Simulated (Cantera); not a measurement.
A closed system holds: 1 mol Al, 4.7 mol Cl2, 2.8 mol HCl, equilibrated at 6.80e-5 bar.

Equilibrium computed with Cantera from the NASA thermochemical tables; the gas is ideal and each condensed phase is pure. Candidate condensed phases: Al, AlCl3; 12 gas species. Equilibrium is a limit: real reactors are often held back by kinetics, nucleation or transport.

log p: log10 of the partial pressure in bar; nothing condenses.

```json
[
 {"T (°C)": "327", "log p Cl2": "-4.51", "log p HCl": "-4.56", "log p AlCl3": "-5.02", "log p Cl": "-9.96", "log p Al2Cl6": "-6.91"},
 {"T (°C)": "352", "log p Cl2": "-4.51", "log p HCl": "-4.57", "log p AlCl3": "-5.02", "log p Cl": "-9.53", "log p Al2Cl6": "-7.32"},
 {"T (°C)": "377", "log p Cl2": "-4.51", "log p HCl": "-4.57", "log p AlCl3": "-5.01", "log p Cl": "-9.14", "log p Al2Cl6": "-7.70"},
 {"T (°C)": "402", "log p Cl2": "-4.51", "log p HCl": "-4.57", "log p AlCl3": "-5.01", "log p Cl": "-8.77", "log p Al2Cl6": "-8.06"},
 {"T (°C)": "427", "log p Cl2": "-4.51", "log p HCl": "-4.57", "log p AlCl3": "-5.01", "log p Cl": "-8.43", "log p Al2Cl6": "-8.39"},
 {"T (°C)": "452", "log p Cl2": "-4.51", "log p HCl": "-4.57", "log p AlCl3": "-5.01", "log p Cl": "-8.12", "log p Al2Cl6": "-8.70"},
 {"T (°C)": "477", "log p Cl2": "-4.51", "log p HCl": "-4.57", "log p AlCl3": "-5.01", "log p Cl": "[?]", "log p Al2Cl6": "[?]"},
 {"T (°C)": "502", "log p Cl2": "-4.51", "log p HCl": "-4.57", "log p AlCl3": "-5.01", "log p Cl": "-7.54", "log p Al2Cl6": "-9.25"},
 {"T (°C)": "527", "log p Cl2": "-4.51", "log p HCl": "-4.57", "log p AlCl3": "-5.01", "log p Cl": "-7.28", "log p Al2Cl6": "-9.50"},
 {"T (°C)": "552", "log p Cl2": "-4.51", "log p HCl": "-4.57", "log p AlCl3": "-5.01", "log p Cl": "-7.04", "log p Al2Cl6": "-9.74"},
 {"T (°C)": "577", "log p Cl2": "-4.51", "log p HCl": "-4.57", "log p AlCl3": "-5.01", "log p Cl": "-6.81", "log p Al2Cl6": "-9.96"},
 {"T (°C)": "602", "log p Cl2": "-4.51", "log p HCl": "-4.57", "log p AlCl3": "-5.01", "log p Cl": "[?]", "log p Al2Cl6": "[?]"},
 {"T (°C)": "627", "log p Cl2": "-4.51", "log p HCl": "-4.57", "log p AlCl3": "-5.01", "log p Cl": "-6.39", "log p Al2Cl6": "-10.36"},
 {"T (°C)": "652", "log p Cl2": "-4.51", "log p HCl": "-4.57", "log p AlCl3": "-5.01", "log p Cl": "-6.19", "log p Al2Cl6": "-10.54"}
]
```

Q: Fill in the missing entries.

A: 
- 602, log p Cl: -6.59
- 602, log p Al2Cl6: -10.16
- 477, log p Cl: -7.82
- 477, log p Al2Cl6: -8.98
